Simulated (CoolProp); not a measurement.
A simple Rankine cycle with R1336mzz(Z): condensing at 321.15 K, boiler at 1.03 MPa, turbine inlet 395 K, turbine efficiency 0.65, pump efficiency 0.6, no recuperator. Each further row changes one setting.

Computed with CoolProp (reference Helmholtz-energy equation of state, McLinden 2020).

| case | thermal efficiency (%) | net work (kJ/kg) | heat in (kJ/kg) | turbine exit temperature (K) | volume ratio over the turbine |
|---|---|---|---|---|---|
| as stated | 8.6 | 18.3 | 213 | 359.7 | 7.02 |
| turbine inlet 415 K | 8.5 | 20.0 | 236 | 381.9 | 6.70 |
| condensing temperature 313.15 K | 9.5 | 21.2 | 223 | 355.9 | 9.19 |
| boiler pressure 0.721 MPa | 7.2 | 15.8 | 220 | 369.5 | 4.56 |
| turbine efficiency 0.55 | 7.2 | 15.3 | 213 | 362.7 | 7.09 |
